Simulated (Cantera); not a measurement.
Charge: 1 mol SiH4, 6.7 mol N2, at 1325 K and 0.750 bar.

Equilibrium computed with Cantera from the NASA thermochemical tables; the gas is ideal and each condensed phase is pure. Candidate condensed phases: Si, Si3N4; 18 gas species. N2 is the only nitrogen source here; it is nearly inert below about 1500 K, so the nitride shown seldom forms there in practice. The numbers say what is thermodynamically allowed, not how fast it happens.

Base state: N2 0.751, H2 0.249 (mole fractions); condensed: Si3N4(s).

**Question.** What changes in the equilibrium state with this change: SiH4 replaced by trisilylamine?

**Answer.** 
| species | before | after |
|---|---|---|
| N2 | 0.751 | 0.536 |
| H2 | 0.249 | 0.464 |
| NH3 | 9.08e-6 | 1.95e-5 |
| Si3N4(s), mol | 0.333 | 1.00 |
The feed counts by its element totals alone.
